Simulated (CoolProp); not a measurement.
Vapour-liquid equilibrium of R1234yf (1) + R152A (2) at -75.65 °C; x and y are mole fractions of (1).

The numbers come from the multi-fluid Helmholtz-energy mixture model, Lemmon 2022 and Outcalt 1996; pair parameters Bell 2023 in CoolProp.

```
x      bubble pressure (bar)  y at the bubble point  dew pressure at overall composition x (bar)  liquid density (mol/L)
-----  ---------------------  ---------------------  -------------------------------------------  ----------------------
0.05                 0.05359             (withheld)                                      0.05193                   16.52
0.125                0.05747                  0.224                                      0.05425              (withheld)
0.2                  0.06059                  0.318                                      0.05666              (withheld)
0.275                0.06314                  0.396                                      0.05915                   15.19
0.35                 0.06528                  0.464                                      0.06164                   14.80
0.425                0.06709                  0.527                                      0.06406                   14.43
0.5                  0.06865                  0.587                                      0.06633                   14.08
0.575             (withheld)                  0.645                                      0.06836                   13.74
0.65              (withheld)             (withheld)                                      0.07011                   13.43
0.725                0.07221                  0.764                                      0.07156                   13.13
0.8                  0.07311                  0.826                                      0.07275                   12.84
0.875             (withheld)                  0.890                                      0.07373                   12.57
0.95              (withheld)                  0.956                                      0.07453                   12.31
```

Question: Fill in the missing entries.

Answer: 
- 0.05, y at the bubble point: 0.104
- 0.125, liquid density (mol/L): 16.05
- 0.2, liquid density (mol/L): 15.61
- 0.575, bubble pressure (bar): 0.07000
- 0.65, bubble pressure (bar): 0.07118
- 0.65, y at the bubble point: 0.704
- 0.875, bubble pressure (bar): 0.07390
- 0.95, bubble pressure (bar): 0.07459

No azeotrope shows between x = 0.05 and 0.95.

Pair parameters are fitted to limited data, so mixtures are less certain than the pure fluids.
